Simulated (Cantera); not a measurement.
Mixture: CO : H2 : CH4 : O2 : N2 = 1 : 1.4 : 0.51 : 2.58 : 9.71 (molar parts), at 9.87 atm, adiabatic and at constant volume. Ignition delay is the time to a rise of 400 K.

Detailed kinetics in Cantera: GRI-Mech 3.0 (53 species, 325 reactions). Below about 1000 K GRI-Mech 3.0 lacks low-temperature oxidation paths. Below about 950 K walls govern HO2 and H2O2 in real vessels.

Question: What does this change do: O2 2.58 to 1.7 parts?

Answer: 
```json
[
 {"quantity": "delay at 875 K", "before": "0.188 s", "after": "0.183 s"},
 {"quantity": "delay at 1025 K", "before": "3.53 ms", "after": "3.53 ms"},
 {"quantity": "delay at 1175 K", "before": "0.125 ms", "after": "0.153 ms"},
 {"quantity": "delay at 1325 K", "before": "17.9 µs", "after": "28.3 µs"},
 {"quantity": "delay at 1475 K", "before": "6.13 µs", "after": "10.4 µs"},
 {"quantity": "apparent activation energy between 1400 and 1550 K", "before": "100 kJ/mol", "after": "100 kJ/mol"}
]
```

Question: What does this change do: pressure from 9.87 atm to 5.82 atm?

Answer: 
| quantity | before | after |
|---|---|---|
| delay at 875 K | 0.188 s | 0.247 s |
| delay at 1025 K | 3.53 ms | 3.25 ms |
| delay at 1175 K | 0.125 ms | 0.107 ms |
| delay at 1325 K | 17.9 µs | 22.2 µs |
| delay at 1475 K | 6.13 µs | 8.67 µs |
| apparent activation energy between 1400 and 1550 K | 100 kJ/mol | 94 kJ/mol |
